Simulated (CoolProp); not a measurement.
Methanol along the isobar 6780 kPa: fugacity coefficient from the reference equation and from simpler models built on Tc = 513.4 K, pc = 8216 kPa, ω = 0.565; each cubic takes its own stable root.

Computed with CoolProp (reference Helmholtz-energy equation of state, de Reuck 1993).

```csv
T (K),phase,reference
421.5,liquid,0.1829
446.3,liquid,0.2993
471.1,liquid,0.4525
495.9,liquid,0.6362
520.8,gas,0.7420
545.6,gas,0.7918
570.4,gas,0.8260
595.2,gas,0.8502
620,gas,0.8674
```

How far does each simpler model (van der Waals, Redlich-Kwong, Soave-Redlich-Kwong) lie from the reference over these 9 states: mean and median of the absolute difference, and the worst?


- van der Waals: mean 33.4 %, median 2.9 %, worst +149.3 % at 421.5 K and 6780 kPa
- Redlich-Kwong: mean 18.7 %, median 2.8 %, worst +76.8 % at 421.5 K and 6780 kPa
- Soave-Redlich-Kwong: mean 3.4 %, median 1.9 %, worst +9.1 % at 421.5 K and 6780 kPa

At some of these states van der Waals gives the other phase, because its saturation line lies elsewhere.
